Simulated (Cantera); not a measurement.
Feed: 1 mol CH3F, 1.9 mol H2, 0.093 mol F2, at 270 Pa.

Equilibrium computed with Cantera from the NASA thermochemical tables; the gas is ideal and each condensed phase is pure. Candidate condensed phases: C, C6H6, C7H8, C8H18; 95 gas species. The numbers say what is thermodynamically allowed, not how fast it happens.

Question: What share of the C ends up in condensed phases as a function of T (°C), at 1602, 1802, 2002, 2202, 2402, 2602, 2802, 3002?

Answer: 
```tsv
T (°C)	C condensed (%)	as
1602	99.8	C(graphite)
1802	99.3	C(graphite)
2002	98.0	C(graphite)
2202	95.5	C(graphite)
2402	88.2	C(graphite)
2602	25.3	C(graphite)
2802	0.0	-
3002	0.0	-
```
